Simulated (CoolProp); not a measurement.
A simple Rankine cycle with carbonyl sulfide: condensing at 325.15 K, boiler at 4.69 MPa, turbine inlet 366 K, turbine efficiency 0.7, pump efficiency 0.6, no recuperator. Each further row changes one setting.

The numbers come from the reference Helmholtz-energy equation of state, Lemmon 2006 in CoolProp. It is a short technical equation, of lower accuracy than the large ones.

```json
[
 {"case": "as stated", "thermal efficiency (%)": "5.0", "net work (kJ/kg)": "10.2", "heat in (kJ/kg)": "205", "turbine exit temperature (K)": "325.2", "volume ratio over the turbine": "2.03"},
 {"case": "turbine inlet 386 K", "thermal efficiency (%)": "5.5", "net work (kJ/kg)": "13.0", "heat in (kJ/kg)": "235", "turbine exit temperature (K)": "336.3", "volume ratio over the turbine": "1.91"},
 {"case": "condensing temperature 317.15 K", "thermal efficiency (%)": "6.1", "net work (kJ/kg)": "13.3", "heat in (kJ/kg)": "217", "turbine exit temperature (K)": "317.2", "volume ratio over the turbine": "2.42"},
 {"case": "boiler pressure 3.28 MPa", "thermal efficiency (%)": "2.9", "net work (kJ/kg)": "6.98", "heat in (kJ/kg)": "237", "turbine exit temperature (K)": "343.7", "volume ratio over the turbine": "1.36"},
 {"case": "turbine efficiency 0.6", "thermal efficiency (%)": "4.0", "net work (kJ/kg)": "8.15", "heat in (kJ/kg)": "205", "turbine exit temperature (K)": "325.2", "volume ratio over the turbine": "2.05"}
]
```

The expansion ends wet for: as stated; condensing temperature 317.15 K; turbine efficiency 0.6.
